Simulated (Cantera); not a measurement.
Charge: 1 mol C₂H₂, 0.089 mol O₂, 1.2 mol H₂, equilibrated at 180 Pa.

Cantera equilibrium calculation (NASA polynomials, part measured and part estimated; ideal gas, pure solids and liquids). Candidate condensed phases: C, C₆H₆, C₇H₈, C₈H₁₈, H₂O; 110 gas species. Rates play no part.

Q: At 1625 K, list the 4 most abundant gas species with their mole fractions, and the condensed phases.

A: H₂ 0.924, CO 0.0748, H 0.00160, C₂H₂ (acetylene) 3.28e-5. Condensed: C(graphite).
